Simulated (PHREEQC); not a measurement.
A made-up water analysis in mg/L, 90 °C, pH 3.96, pe 10.3: Na 404; K 0.508; Ca 133; Mg 47.2; Cl 392; S(6) as SO4 1470; Al 138.

Valence states are taken as typed.

Equilibrium calculation in PHREEQC: ion-association model, phreeqc.dat.

Precipitation was switched off in this run.

Question: What ionic strength, charge-balance error does the model give?

Answer: ionic strength 0.0439 mol/kgw; charge-balance error -1.8 %.

Question: In which forms is S present?

Answer: SO4-2 60 %, AlSO4+ 16 %, MgSO4 7.9 %, CaSO4 6.8 %, Al(SO4)2- 5.0 %, NaSO4- 3.1 % of the S.

Examples of supersaturated solids here: Al(OH)3(a), Gibbsite (slow to form). Others may be too. Constants without temperature data keep their 25 °C values here.
